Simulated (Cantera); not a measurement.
A Cantera script and its output.

```python
import numpy as np
import cantera as ct

gas = ct.Solution("gri30.yaml")
gas.TPX = 973, 2300000, {'CO': 1, 'H2': 0.25, 'O2': 0.298, 'N2': 1.12}
reactor = ct.IdealGasReactor(gas, energy="on", clone=False)
net = ct.ReactorNet([reactor])
net.rtol, net.atol = 1e-08, 1e-16
show = ['CO', 'H2', 'O2', 'H2O', 'NO', 'H']
times = np.geomspace(6e-06, 6, 14)

steps = ct.SolutionArray(gas, extra=["t"])
rows = []
print(f"{'t/s':>10s}{'T/K':>9s}{'P/Pa':>11s}" + "".join(f"{s:>11s}" for s in show))
for t in times:
    while net.time < t:
        t_next = net.step()
        steps.append(gas.state, t=t_next)
    rows.append([np.interp(t, steps.t, y) for y in (steps.T, steps.P, *steps(*show).X.T)])
    print(f"{t:10.3e}{rows[-1][0]:9.1f}{rows[-1][1]:11.4g}" + "".join(f"{x:11.3e}" for x in rows[-1][2:]))
rate = np.gradient(steps.T, steps.t)
print("integrator steps:", len(steps.t))
if steps.T.max() > steps.T[0] + 200:
    print(f"time of steepest temperature rise: {steps.t[rate.argmax()]:.4e} s")
gas.TPX = 973, 2300000, {'CO': 1, 'H2': 0.25, 'O2': 0.298, 'N2': 1.12}
gas.equilibrate("UV")
print(f"equilibrium (UV): T = {gas.T:.1f} K  " + "  ".join(f"{s} {gas[s].X[0]:.3e}" for s in show))
```

Output:

```
       t/s      T/K       P/Pa         CO         H2         O2        H2O         NO          H
 6.000e-06    973.0    2.3e+06  3.748e-01  9.370e-02  1.117e-01  2.799e-09  2.054e-21  3.236e-11
 1.737e-05    973.0    2.3e+06  3.748e-01  9.370e-02  1.117e-01  1.414e-08  8.826e-21  5.511e-11
 5.026e-05    973.0    2.3e+06  3.748e-01  9.370e-02  1.117e-01  9.325e-08  5.244e-20  1.265e-10
 1.455e-04    973.0    2.3e+06  3.748e-01  9.370e-02  1.117e-01  7.808e-07  5.075e-19  3.875e-10
 4.210e-04    973.3  2.301e+06  3.748e-01  9.369e-02  1.117e-01  9.073e-06  1.183e-17  1.833e-09
 1.219e-03    979.2  2.314e+06  3.745e-01  9.355e-02  1.114e-01  1.695e-04  6.091e-16  1.245e-08
 3.527e-03   2956.2  6.236e+06  2.597e-01  1.852e-02  4.925e-04  8.356e-02  1.697e-03  2.392e-03
 1.021e-02   2956.2  6.236e+06  2.597e-01  1.852e-02  4.925e-04  8.356e-02  1.697e-03  2.392e-03
 2.954e-02   2956.2  6.236e+06  2.597e-01  1.852e-02  4.925e-04  8.356e-02  1.697e-03  2.392e-03
 8.551e-02   2956.2  6.236e+06  2.597e-01  1.852e-02  4.925e-04  8.356e-02  1.697e-03  2.392e-03
 2.475e-01   2956.2  6.236e+06  2.597e-01  1.852e-02  4.925e-04  8.356e-02  1.697e-03  2.392e-03
 7.163e-01   2956.2  6.236e+06  2.597e-01  1.852e-02  4.925e-04  8.356e-02  1.697e-03  2.392e-03
 2.073e+00   2956.2  6.236e+06  2.597e-01  1.852e-02  4.925e-04  8.356e-02  1.697e-03  2.392e-03
 6.000e+00   2956.2  6.236e+06  2.597e-01  1.852e-02  4.925e-04  8.356e-02  1.697e-03  2.392e-03
integrator steps: 1914
time of steepest temperature rise: 2.9212e-03 s
equilibrium (UV): T = 2956.2 K  CO 2.597e-01  H2 1.852e-02  O2 4.925e-04  H2O 8.356e-02  NO 1.697e-03  H 2.392e-03
```

Computed with Cantera and GRI-Mech 3.0 (53 species, 325 reactions). The hydrogen kinetics of GRI-Mech 3.0 are dated; newer H2 mechanisms differ, most at raised pressure. The pressure lies above the range GRI-Mech 3.0 was tuned for (to about 10 atm).
